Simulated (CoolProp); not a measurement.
The fluid at 237.87 K and 0.602 MPa is throttled through a valve to 0.368 MPa with no heat exchange. The same conditions are run with several fluids, on thermodynamics alone (safety and materials aside).

Model: reference Helmholtz-energy equation of state of each fluid (ethane: Bücker 2006; CF4 (R14): Platzer 1990; nitrous oxide: Lemmon 2006; methane: Setzmann 1991; fluorine: de Reuck 1990), in CoolProp. The equations of Platzer and Polt are older, rougher fits.

```
fluid          temperature change (K)  final density (kg/m³)
-------------  ----------------------  ---------------------
ethane                            [?]                    [?]
CF4 (R14)                         [?]                    [?]
nitrous oxide                     [?]                    [?]
methane                          -1.6                    [?]
fluorine                         -0.7                    [?]
```

### Question
What belongs in the gaps?

### Answer

- ethane, temperature change (K): -5.1
- ethane, final density (kg/m³): 6.09
- CF4 (R14), temperature change (K): -2.2
- CF4 (R14), final density (kg/m³): 17.0
- nitrous oxide, temperature change (K): -4.8
- nitrous oxide, final density (kg/m³): 8.75
- methane, final density (kg/m³): 3.05
- fluorine, final density (kg/m³): 7.12
